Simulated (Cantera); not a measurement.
A Cantera script and what it prints.

```python
import numpy as np
import cantera as ct

gas_names = """
    B BF BF2 BF3 BH BHF2 BH2 BH3 BN B2 F F2 H HF H2 H2F2 H3F3 H4F4 H5F5 H6F6 H7F7 N NF NF2 NF3 NH NH2
    NH3 N2 N2H2 N2H4
""".split()
cond_names = """
    B(b) B(L) BN(s)
""".split()


# ... load() reads the species with a 1 bar reference pressure and builds the phases ...
atoms = {
    'BN': {'B': 1, 'N': 1},
    'HF': {'H': 1, 'F': 1},
    'N2': {'N': 2},
}
top_T = {'BN(s)': 3200}  # K; cautious upper limits of use, not melting points


# ... equilibrate(T, P, feed) seeds the gas with the atoms and calls Mixture.equilibrate('TP', solver="vcs", rtol=1e-11, max_steps=5000) ...
results = []
T = 1425  # K
P = 5100  # Pa
for m in [1.1, 4.8, 8.5, 12, 16, 20, 23]:
    feed = {'BN': 1, 'HF': m, 'N2': 0.91}  # mol
    mix = equilibrate(T, P, feed)
    results.append((T, P, feed, dict(zip(mix.species_names, mix.species_moles))))
    x = sorted(zip(gas.X, gas.species_names), reverse=True)
    print(f"T = {T:g} K  P = {P:g} Pa  n(HF) = {m:g} mol  gas = {mix.phase_moles(0):.4g} mol")
    print("   x: " + "  ".join(f"{s} {v:.3e}" for v, s in x if v > 0.001))
    print("   condensed (mol): " + ("  ".join(f"{mix.phase(i).name} {mix.phase_moles(i):.4g}"
          for i in range(1, mix.n_phases) if mix.phase_moles(i) > 1e-12) or "none"))
```

It prints:

```
T = 1425 K  P = 5100 Pa  n(HF) = 1.1 mol  gas = 2.01 mol
   x: N2 5.401e-01  H2 2.611e-01  BF3 1.736e-01  HF 2.403e-02
   condensed (mol): BN(s) 0.6487
T = 1425 K  P = 5100 Pa  n(HF) = 4.8 mol  gas = 5.71 mol
   x: HF 3.153e-01  H2 2.626e-01  N2 2.469e-01  BF3 1.750e-01
   condensed (mol): none
T = 1425 K  P = 5100 Pa  n(HF) = 8.5 mol  gas = 9.41 mol
   x: HF 5.845e-01  H2 1.594e-01  N2 1.498e-01  BF3 1.063e-01
   condensed (mol): none
T = 1425 K  P = 5100 Pa  n(HF) = 12 mol  gas = 12.91 mol
   x: HF 6.971e-01  H2 1.162e-01  N2 1.092e-01  BF3 7.745e-02
   condensed (mol): none
T = 1425 K  P = 5100 Pa  n(HF) = 16 mol  gas = 16.91 mol
   x: HF 7.688e-01  H2 8.870e-02  N2 8.338e-02  BF3 5.913e-02
   condensed (mol): none
T = 1425 K  P = 5100 Pa  n(HF) = 20 mol  gas = 20.91 mol
   x: HF 8.130e-01  H2 7.173e-02  N2 6.743e-02  BF3 4.782e-02
   condensed (mol): none
T = 1425 K  P = 5100 Pa  n(HF) = 23 mol  gas = 23.91 mol
   x: HF 8.365e-01  H2 6.273e-02  N2 5.897e-02  BF3 4.182e-02
   condensed (mol): none
```

Equilibrium computed with Cantera from the NASA thermochemical tables; the gas is ideal and each condensed phase is pure. The tables' values for BF2 are old estimates; treat these amounts as uncertain.
